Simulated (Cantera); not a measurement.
A closed system holds: 1 mol SiF4, 5.9 mol H2O, 12 mol N2, held at 0.290 bar.

Equilibrium computed with Cantera from the NASA thermochemical tables; the gas is ideal and each condensed phase is pure. Candidate condensed phases: H2O, Si, SiO2, Si2N2O, Si3N4; 58 gas species. The tables hold silica as quartz up to 1696 K and as liquid above; real silica turns to tridymite and cristobalite and melts near 1996 K. Kinetics and transport are ignored.

log p: log10 of the partial pressure in bar; n: condensed amount in mol.

```
T (K)  log p N2  log p H2O  log p HF  log p SiF4  log p H2  log p O2  n SiO2(α-quartz)  n SiO2(β-quartz)
-----  --------  ---------  --------  ----------  --------  --------  ----------------  ----------------
750       -0.74      -1.10     -1.68       -2.01    -10.20    -10.53             0.344                 0
800       -0.74      -1.12         ?           ?         ?         ?                 ?                 0
850       -0.75      -1.14     -1.52       -2.14     -8.87     -9.21                 0             0.511
900       -0.75      -1.15     -1.45       -2.22     -8.32     -8.67                 0             0.593
950       -0.75      -1.17     -1.40           ?         ?         ?                 0                 ?
1000      -0.75      -1.18     -1.36       -2.41     -7.38     -7.73                 0             0.738
1050      -0.75      -1.20     -1.33       -2.53     -6.97     -7.34                 0             0.798
1100      -0.75      -1.21     -1.30       -2.65     -6.60     -6.97                 0             0.847
1150      -0.75      -1.22     -1.28       -2.78     -6.27     -6.64                 0             0.886
```

Task: Fill in the missing entries.

Result: 
- 800, log p HF: -1.59
- 800, log p SiF4: -2.07
- 800, log p H2: -9.49
- 800, log p O2: -9.83
- 800, n SiO2(α-quartz): 0.427
- 950, log p SiF4: -2.31
- 950, log p H2: -7.82
- 950, log p O2: -8.18
- 950, n SiO2(β-quartz): 0.669
